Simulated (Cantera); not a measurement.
An isothermal plug-flow reactor at 700 K and 0.300 bar (inlet), inlet velocity 2.7 m/s, active area per volume 160 1/m; feed H₂ : O₂ : N₂ = 0.0035 : 0.13 : 0.79 (molar parts), equivalence ratio 0.013.

Computed with Cantera and Deutschmann's 1995 Pt surface mechanism with GRI-Mech 3.0 gas chemistry. Catalytic surfaces can have several steady states; this one follows from the mechanism file's or the stated starting coverage. Mass transfer to the wall is taken as infinitely fast.

### Question
What does this change do: temperature 700 to 1000 K?

### Answer
| quantity | before | after |
|---|---|---|
| x(H₂) at z = 0.0043 m | 0.00268 | 0.000337 |
| x(O₂) at z = 0.0043 m | 0.140 | 0.139 |
| x(H₂O) at z = 0.0043 m | 0.00111 | 0.00346 |
| θ(free Pt) at the exit | 0.0369 | 0.245 |
| θ(O*) at the exit | 0.962 | 0.754 |

### Question
What does this change do: inlet velocity 2.7 to 0.9 m/s?

### Answer
```tsv
quantity	before	after
x(H₂) at z = 0.0043 m	0.00268	0.00164
x(O₂) at z = 0.0043 m	0.140	0.140
x(H₂O) at z = 0.0043 m	0.00111	0.00216
θ(free Pt) at the exit	0.0369	0.0255
θ(O*) at the exit	0.962	0.974
```
